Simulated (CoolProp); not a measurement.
Values from CoolProp's reference Helmholtz-energy equation of state, Akasaka 2023.

**Question.** Give the vapour pressure (kPa), vapour density (kg/m³), enthalpy of vaporisation (kJ/kg), liquid cp (kJ/(kg K)) of saturated R1336mzz(E) at 26.75, 35.45, 57.25 °C.

**Answer.** 
```csv
T (°C),p (kPa),vapour density (kg/m³),enthalpy of vaporisation (kJ/kg),liquid cp (kJ/(kg K))
26.75,206,14.7,143,1.25
35.45,275,19.6,139,1.26
57.25,529,37.6,125,1.31
```
